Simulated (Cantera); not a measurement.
A Cantera script and what it prints.

```python
import numpy as np
import cantera as ct

gas_names = """
    CL CL2 H HCL H2 Si SiCL SiCL2 SiCL3 SiCL4 SiH SiHCL3 SiH2 SiH2CL2 SiH3 SiH3CL SiH4 Si2 Si3
""".split()
cond_names = """
    Si(cr) Si(L)
""".split()


# ... load() reads the species with a 1 bar reference pressure and builds the phases ...
atoms = {
    'SiCl4': {'Si': 1, 'CL': 4},
    'HCl': {'H': 1, 'CL': 1},
    'H2': {'H': 2},
    'Cl2': {'CL': 2},
}
top_T = {}  # K; cautious upper limits of use, not melting points


# ... equilibrate(T, P, feed) seeds the gas with the atoms and calls Mixture.equilibrate('TP', solver="vcs", rtol=1e-11, max_steps=5000) ...
results = []
feed = {'SiCl4': 1, 'HCl': 2.6, 'H2': 2.6, 'Cl2': 1.4}  # mol
T = 673  # K
P = 920000  # Pa
mix = equilibrate(T, P, feed)
results.append((T, P, feed, dict(zip(mix.species_names, mix.species_moles))))
x = sorted(zip(gas.X, gas.species_names), reverse=True)
print(f"T = {T:g} K  P = {P:g} Pa  gas = {mix.phase_moles(0):.4g} mol")
print("   x: " + "  ".join(f"{s} {v:.3e}" for v, s in x if v > 1e-06))
print("   condensed (mol): " + ("  ".join(f"{mix.phase(i).name} {mix.phase_moles(i):.4g}"
      for i in range(1, mix.n_phases) if mix.phase_moles(i) > 1e-12) or "none"))
```

It prints:

```
T = 673 K  P = 920000 Pa  gas = 7.6 mol
   x: HCL 7.105e-01  H2 1.579e-01  SiCL4 1.316e-01  SiHCL3 3.696e-06
   condensed (mol): none
```

Equilibrium computed with Cantera from the NASA thermochemical tables; the gas is ideal and each condensed phase is pure.
